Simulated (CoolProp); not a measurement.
Methanol along the isotherm 620 K: fugacity coefficient from the reference equation and from simpler models built on Tc = 513.4 K, pc = 8.216 MPa, ω = 0.565; each cubic takes its own stable root.

Values from CoolProp's reference Helmholtz-energy equation of state, de Reuck 1993.

| p (MPa) | phase | reference |
|---|---|---|
| 0.13 | gas | 0.9974 |
| 0.296 | gas | 0.9941 |
| 0.673 | gas | 0.9866 |
| 1.53 | gas | 0.9695 |
| 3.48 | gas | 0.9308 |
| 7.93 | gas | 0.8463 |
| 18.1 | supercritical | 0.6843 |
| 41.1 | supercritical | 0.4786 |

Q: How far does each simpler model (van der Waals, Soave-Redlich-Kwong, Peng-Robinson) lie from the reference over these 8 states: mean and median of the absolute difference, and the worst?

A: 
- van der Waals: mean 1.8 %, median 0.7 %, worst -9.1 % at 620 K and 18.1 MPa
- Soave-Redlich-Kwong: mean 4.1 %, median 0.6 %, worst +23.1 % at 620 K and 41.1 MPa
- Peng-Robinson: mean 1.8 %, median 0.4 %, worst +11.9 % at 620 K and 41.1 MPa
